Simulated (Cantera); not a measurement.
Charge: 1 mol Si, 0.73 mol H2O, 0.3 mol N2, equilibrated at 0.100 bar.

These are equilibrium values from Cantera (NASA tables, ideal gas, pure condensed phases), not measurements of a reactor. Candidate condensed phases: H2O, Si, SiO2, Si2N2O, Si3N4; 35 gas species. N2 is the only nitrogen source here; it is nearly inert below about 1500 K, so the nitride shown seldom forms there in practice. Mutual solubility and eutectic melting of coexisting phases are not modelled. The tables hold silica as quartz up to 1696 K and as liquid above; real silica turns to tridymite and cristobalite and melts near 1996 K. Equilibrium is a limit: real reactors are often held back by kinetics, nucleation or transport.

Task: Which condensed phases are stable at each of these points (T (°C)): 502, 577, 652, 727, 802, 877, 952, 1027, 1102, 1177?

Result: 
| T (°C) | condensed phases | Si condensed (%) |
|---|---|---|
| 502 | Si(s) + SiO2(α-quartz) + Si2N2O(s) | 100.0 |
| 577 | Si(s) + SiO2(β-quartz) + Si2N2O(s) | 100.0 |
| 652 | Si(s) + SiO2(β-quartz) + Si2N2O(s) | 100.0 |
| 727 | Si(s) + SiO2(β-quartz) + Si2N2O(s) | 100.0 |
| 802 | Si(s) + SiO2(β-quartz) + Si2N2O(s) | 100.0 |
| 877 | Si(s) + SiO2(β-quartz) + Si2N2O(s) | 100.0 |
| 952 | Si(s) + SiO2(β-quartz) + Si2N2O(s) | 100.0 |
| 1027 | Si(s) + SiO2(β-quartz) + Si2N2O(s) | 100.0 |
| 1102 | Si(s) + SiO2(β-quartz) + Si2N2O(s) | 100.0 |
| 1177 | Si(s) + SiO2(β-quartz) + Si2N2O(s) | 99.9 |

At 502 °C the condensed part is Si(s) + SiO2(α-quartz) + Si2N2O(s). From 577 °C to 1177 °C the condensed part is Si(s) + SiO2(β-quartz) + Si2N2O(s).
